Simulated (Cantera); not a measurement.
Cantera run:

```python
import numpy as np
import cantera as ct

gas_names = """
    CL CL2 H HCL H2 Si SiCL SiCL2 SiCL3 SiCL4 SiH SiHCL3 SiH2 SiH2CL2 SiH3 SiH3CL SiH4 Si2 Si3
""".split()
cond_names = """
    Si(cr) Si(L)
""".split()


# ... load() reads the species with a 1 bar reference pressure and builds the phases ...
atoms = {
    'SiCl4': {'Si': 1, 'CL': 4},
    'HCl': {'H': 1, 'CL': 1},
    'H2': {'H': 2},
}
top_T = {}  # K; cautious upper limits of use, not melting points


# ... equilibrate(T, P, feed) seeds the gas with the atoms and calls Mixture.equilibrate('TP', solver="vcs", rtol=1e-11, max_steps=5000) ...
results = []
T = 1673.15  # K
P = 28000  # Pa
for m in [14, 22, 30, 38, 46, 54, 62]:
    feed = {'SiCl4': 1, 'HCl': 0.043, 'H2': m}  # mol
    mix = equilibrate(T, P, feed)
    results.append((T, P, feed, dict(zip(mix.species_names, mix.species_moles))))
    x = sorted(zip(gas.X, gas.species_names), reverse=True)
    print(f"T = {T:g} K  P = {P:g} Pa  n(H2) = {m:g} mol  gas = {mix.phase_moles(0):.4g} mol")
    print("   x: " + "  ".join(f"{s} {v:.3e}" for v, s in x if v > 1e-06))
    print("   condensed (mol): " + ("  ".join(f"{mix.phase(i).name} {mix.phase_moles(i):.4g}"
          for i in range(1, mix.n_phases) if mix.phase_moles(i) > 1e-12) or "none"))
```

Output:

```
T = 1673.15 K  P = 28000 Pa  n(H2) = 14 mol  gas = 15.99 mol
   x: H2 8.150e-01  HCL 1.223e-01  SiCL2 5.742e-02  SiCL3 3.793e-03  SiHCL3 6.250e-04  SiCL4 5.225e-04  H 1.946e-04  SiH2CL2 1.289e-04  CL 2.280e-05  SiCL 1.810e-05  SiH3CL 8.038e-06  SiH2 7.805e-06  Si 1.299e-06  SiH 1.048e-06
   condensed (mol): none
T = 1673.15 K  P = 28000 Pa  n(H2) = 22 mol  gas = 24.01 mol
   x: H2 8.708e-01  HCL 9.182e-02  SiCL2 3.490e-02  SiCL3 1.674e-03  SiHCL3 2.852e-04  H 2.011e-04  SiCL4 1.675e-04  SiH2CL2 8.372e-05  CL 1.656e-05  SiCL 1.514e-05  SiH2 9.607e-06  SiH3CL 7.429e-06  Si 1.496e-06  SiH 1.248e-06
   condensed (mol): Si(cr) 0.1081
T = 1673.15 K  P = 28000 Pa  n(H2) = 30 mol  gas = 32.02 mol
   x: H2 8.992e-01  HCL 7.614e-02  SiCL2 2.324e-02  SiCL3 9.098e-04  H 2.044e-04  SiHCL3 1.575e-04  SiCL4 7.428e-05  SiH2CL2 5.756e-05  CL 1.351e-05  SiCL 1.236e-05  SiH2 9.920e-06  SiH3CL 6.360e-06  Si 1.496e-06  SiH 1.269e-06
   condensed (mol): Si(cr) 0.2165
T = 1673.15 K  P = 28000 Pa  n(H2) = 38 mol  gas = 40.03 mol
   x: H2 9.170e-01  HCL 6.528e-02  SiCL2 1.675e-02  SiCL3 5.567e-04  H 2.064e-04  SiHCL3 9.731e-05  SiH2CL2 4.231e-05  SiCL4 3.859e-05  CL 1.147e-05  SiCL 1.049e-05  SiH2 1.012e-05  SiH3CL 5.561e-06  Si 1.496e-06  SiH 1.281e-06
   condensed (mol): Si(cr) 0.299
T = 1673.15 K  P = 28000 Pa  n(H2) = 46 mol  gas = 48.03 mol
   x: H2 9.293e-01  HCL 5.726e-02  SiCL2 1.272e-02  SiCL3 3.683e-04  H 2.078e-04  SiHCL3 6.481e-05  SiH2CL2 3.256e-05  SiCL4 2.225e-05  SiH2 1.025e-05  CL 9.998e-06  SiCL 9.142e-06  SiH3CL 4.943e-06  Si 1.496e-06  SiH 1.290e-06
   condensed (mol): Si(cr) 0.3644
T = 1673.15 K  P = 28000 Pa  n(H2) = 54 mol  gas = 56.04 mol
   x: H2 9.383e-01  HCL 5.107e-02  SiCL2 1.002e-02  SiCL3 2.576e-04  H 2.088e-04  SiHCL3 4.554e-05  SiH2CL2 2.590e-05  SiCL4 1.381e-05  SiH2 1.035e-05  CL 8.874e-06  SiCL 8.115e-06  SiH3CL 4.452e-06  Si 1.496e-06  SiH 1.296e-06
   condensed (mol): Si(cr) 0.4179
T = 1673.15 K  P = 28000 Pa  n(H2) = 62 mol  gas = 64.04 mol
   x: H2 9.453e-01  HCL 4.614e-02  SiCL2 8.116e-03  H 2.095e-04  SiCL3 1.878e-04  SiHCL3 3.333e-05  SiH2CL2 2.114e-05  SiH2 1.043e-05  SiCL4 9.064e-06  CL 7.987e-06  SiCL 7.304e-06  SiH3CL 4.052e-06  Si 1.496e-06  SiH 1.301e-06
   condensed (mol): Si(cr) 0.4625
```

Equilibrium computed with Cantera from the NASA thermochemical tables; the gas is ideal and each condensed phase is pure. The tables' values for SiCl3, SiCl are old estimates; treat these amounts as uncertain. Gases not in the tables: Si2H6 and higher silanes.
